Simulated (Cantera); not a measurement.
Gas mixture: N2O : CO2 = 0.51 : 0.94 (molar parts), at 2.10 bar, frozen composition.

Cantera's kinetic-theory transport with the Lennard-Jones parameters of GRI-Mech 3.0, ideal gas; thermal conductivity in the mixture-averaged form. The composition is frozen, though it would react at the higher temperatures.

D: mixture-averaged diffusion coefficient of that species in the mixture.

```
T (K)  ρ (kg/m³)  cp (J/kg/K)  μ (µPa s)  λ (mW/m/K)     Pr  D (cm²/s) CO2  D (cm²/s) CH3  D (cm²/s) O
-----  ---------  -----------  ---------  ----------  -----  -------------  -------------  -----------
400         2.78        949.3       19.6        25.4  0.735         0.0927          0.142        0.204
550         2.02         1056       25.8        37.1  0.734          0.167          0.252        0.357
700         1.59         1135       31.2        48.3  0.734          0.257          0.384        0.540
850         1.31         1195       36.1        58.8  0.734          0.362          0.537        0.751
1000        1.11         1241       40.6        68.8  0.734          0.480          0.709        0.987
1150       0.967         1275       44.9         ___  0.732            ___            ___          ___
1300       0.855         1302       48.8        87.0  0.731          0.751           1.11         1.53
1450       0.767         1325       52.6        95.4  0.731          0.904           1.33         1.84
1600       0.695         1344       56.2         103  0.730            ___            ___          ___
```

Task: Complete the blanks.

Result: 
- 1150, λ (mW/m/K): 78.1
- 1150, D (cm²/s) CO2: 0.610
- 1150, D (cm²/s) CH3: 0.899
- 1150, D (cm²/s) O: 1.25
- 1600, D (cm²/s) CO2: 1.07
- 1600, D (cm²/s) CH3: 1.57
- 1600, D (cm²/s) O: 2.17
